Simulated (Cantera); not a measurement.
Feed: 1 mol CO, 0.025 mol O2, 8.5 mol N2, at 33.0 bar.

Equilibrium computed with Cantera from the NASA thermochemical tables; the gas is ideal and each condensed phase is pure. Candidate condensed phases: C; 24 gas species. The ideal-gas law is rough above about 30 bar. Equilibrium is a limit: real reactors are often held back by kinetics, nucleation or transport. All values below are at 1802 °C.

Base state: N2 0.895, CO 0.100, CO2 0.00526 (mole fractions); condensed: gas only.

What changes in the equilibrium state with this change: CO replaced by C6H6?


```
species           before     after
----------------  ------  --------
N2                 0.895     0.732
H2                     0     0.253
HCN                    0   0.00844
CO                 0.100   0.00433
CH4                    0  0.000742
HNC                    0  0.000547
C(graphite), mol       0      5.83
```
Further candidate phases: C6H6, C7H8, C8H18, H2O.

What changes in the equilibrium state with this change: O2 from 0.025 to 0.16 mol?


```csv
species,before,after
N2,0.895,0.895
CO,0.100,0.0716
CO2,0.00526,0.0337
```
